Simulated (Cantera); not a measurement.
Feed: 1 mol Al(CH3)3, a varied amount of N2O, 3.2 mol N2, held at 850 K and 0.0133 bar.

Equilibrium computed with Cantera from the NASA thermochemical tables; the gas is ideal and each condensed phase is pure. Candidate condensed phases: Al, AlN, Al2O3, C, C6H6, C7H8, C8H18, H2O; 148 gas species. The feed counts by its element totals alone. The numbers say what is thermodynamically allowed, not how fast it happens.

At 5.6 mol N2O, list the 6 most abundant gas species with their mole fractions, and the condensed phases.

N2 0.540, H2 0.251, CO 0.141, CO2 0.0427, H2O 0.0249, CH4 7.02e-5. Condensed: Al2O3(s).
